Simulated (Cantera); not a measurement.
Feed: 1 mol FeS2, 0.16 mol SO2, 0.27 mol CO2, equilibrated at 10.0 mbar.

These are equilibrium values from Cantera (NASA tables, ideal gas, pure condensed phases), not measurements of a reactor. Candidate condensed phases: C, Fe, Fe(CO)5, FeO, FeS, FeSO4, FeS2, Fe2O3, Fe2(SO4)3, Fe3O4, S; 25 gas species. FeS: taken at fixed stoichiometry. Gases not in the tables: S3 to S7. Rates play no part.

x: gas mole fraction; n: condensed amount in mol.

```csv
T (K),x CO2,x S2,x SO2,x CO,x SO,x S2O,n FeS(s),n FeS2(s),n FeS(l)
825,0.604,0.0360,0.358,0.000216,2.44e-6,0.00101,0.0330,0.967,0
925,0.288,0.533,0.171,___,___,0.00494,1.00,0,0
1025,0.284,0.532,0.173,0.00520,0.000106,0.00472,1.00,0,0
1125,0.274,0.528,0.177,0.0143,0.000380,0.00456,1.00,0,0
1225,0.256,0.522,0.184,___,___,0.00446,1.00,0,0
1325,0.228,0.511,0.195,0.0572,0.00281,0.00440,1.00,0,0
1425,0.194,0.498,0.208,0.0888,0.00624,0.00434,1.00,0,0
1525,0.158,0.483,0.219,0.122,0.0124,0.00426,0,0,1.000
1625,0.125,0.467,0.228,0.152,0.0226,0.00415,0,0,1.000
1725,0.0970,0.450,0.231,0.177,0.0380,0.00400,0,0,1.000
```

Question: Fill in the missing entries.

Answer: 
- 925, x CO: 0.00146
- 925, x SO: 2.25e-5
- 1225, x CO: 0.0314
- 1225, x SO: 0.00112
